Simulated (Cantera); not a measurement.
An adiabatic, constant-volume homogeneous reactor starts with CH₄ : O₂ : N₂ = 1 : 2.53 : 9.52 (molar parts), equivalence ratio 0.79, at 1725 K and 0.260 bar.

Detailed kinetics in Cantera: GRI-Mech 3.0 (53 species, 325 reactions).

Predict: time of steepest temperature rise; temperature at 6.00 s; equilibrium temperature; x(O₂) at 6.00 s; x(HO₂) at 6.00 s; x(H₂O₂) at 6.00 s.


| Quantity | Result |
|---|---|
| time of steepest temperature rise | 0.583 ms |
| temperature at 6.00 s | 2765 K |
| equilibrium temperature | 2765 K |
| x(O₂) at 6.00 s | 0.0451 (gas-phase equilibrium 0.0451) |
| x(HO₂) at 6.00 s | 7.19e-6 (gas-phase equilibrium 7.19e-6) |
| x(H₂O₂) at 6.00 s | 1.83e-7 (gas-phase equilibrium 1.83e-7) |
